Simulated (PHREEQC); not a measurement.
Make-up at 25 °C: 0.28 mol/kgw NaHSO4, 0.0001 mol/kgw KOH and 6.8e-05 mol/kgw NaCl. Closed to the air; pH follows from the charge balance.

The numbers come from PHREEQC with the ion-association model, phreeqc.dat.

This is a speciation only: nothing precipitates in the calculation.

**Question.** Estimate the pH.

**Answer.** pH 1.11.

**Question.** In which forms is Na present?

**Answer.** Na+ 92 %, NaSO4- 8.1 % of the Na.

Species that the database lacks are ignored.
